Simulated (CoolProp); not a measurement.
Values from CoolProp's reference Helmholtz-energy equation of state, Lemmon 2006. It is a short technical equation, of lower accuracy than the large ones.

### Question
Give the vapour pressure (bar), liquid density (kg/m³), vapour density (kg/m³), enthalpy of vaporisation (kJ/kg) of saturated carbonyl sulfide at 300.8 K.

### Answer
```tsv
T (K)	p (bar)	liquid density (kg/m³)	vapour density (kg/m³)	enthalpy of vaporisation (kJ/kg)
300.8	13.7	983	39.7	242
```
